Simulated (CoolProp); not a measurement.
Vapour-liquid equilibrium of R134a (1) + R236FA (2) at 256 kPa; x and y are mole fractions of (1).

Values from CoolProp's multi-fluid Helmholtz-energy mixture model, Tillner-Roth 1994 and Pan 2012; pair parameters Bell 2016.

```json
[
 {"x": "0.05", "bubble temperature, mixture model (K)": "294.4", "bubble temperature, Raoult's law (K)": "294.3", "y, mixture model": "0.105", "y, Raoult's law": "0.116"},
 {"x": "0.125", "bubble temperature, mixture model (K)": "291.7", "bubble temperature, Raoult's law (K)": "291.3", "y, mixture model": "0.244", "y, Raoult's law": "0.264"},
 {"x": "0.2", "bubble temperature, mixture model (K)": "289.1", "bubble temperature, Raoult's law (K)": "288.7", "y, mixture model": "0.363", "y, Raoult's law": "0.388"},
 {"x": "0.275", "bubble temperature, mixture model (K)": "286.7", "bubble temperature, Raoult's law (K)": "286.2", "y, mixture model": "0.467", "y, Raoult's law": "0.493"},
 {"x": "0.35", "bubble temperature, mixture model (K)": "284.5", "bubble temperature, Raoult's law (K)": "283.9", "y, mixture model": "0.557", "y, Raoult's law": "0.582"},
 {"x": "0.425", "bubble temperature, mixture model (K)": "282.4", "bubble temperature, Raoult's law (K)": "281.8", "y, mixture model": "0.636", "y, Raoult's law": "0.659"},
 {"x": "0.5", "bubble temperature, mixture model (K)": "280.4", "bubble temperature, Raoult's law (K)": "279.9", "y, mixture model": "0.705", "y, Raoult's law": "0.725"},
 {"x": "0.575", "bubble temperature, mixture model (K)": "278.5", "bubble temperature, Raoult's law (K)": "278.0", "y, mixture model": "0.766", "y, Raoult's law": "0.782"},
 {"x": "0.65", "bubble temperature, mixture model (K)": "276.7", "bubble temperature, Raoult's law (K)": "276.3", "y, mixture model": "0.820", "y, Raoult's law": "0.833"},
 {"x": "0.725", "bubble temperature, mixture model (K)": "275.0", "bubble temperature, Raoult's law (K)": "274.7", "y, mixture model": "0.868", "y, Raoult's law": "0.877"},
 {"x": "0.8", "bubble temperature, mixture model (K)": "273.4", "bubble temperature, Raoult's law (K)": "273.2", "y, mixture model": "0.910", "y, Raoult's law": "0.916"},
 {"x": "0.875", "bubble temperature, mixture model (K)": "271.9", "bubble temperature, Raoult's law (K)": "271.7", "y, mixture model": "0.947", "y, Raoult's law": "0.950"},
 {"x": "0.95", "bubble temperature, mixture model (K)": "270.4", "bubble temperature, Raoult's law (K)": "270.4", "y, mixture model": "0.980", "y, Raoult's law": "0.981"}
]
```

The largest gap from Raoult's law is +0.6 K in bubble temperature, at x = 0.35. No azeotrope shows between x = 0.05 and 0.95.

Pair parameters are fitted to limited data, so mixtures are less certain than the pure fluids.
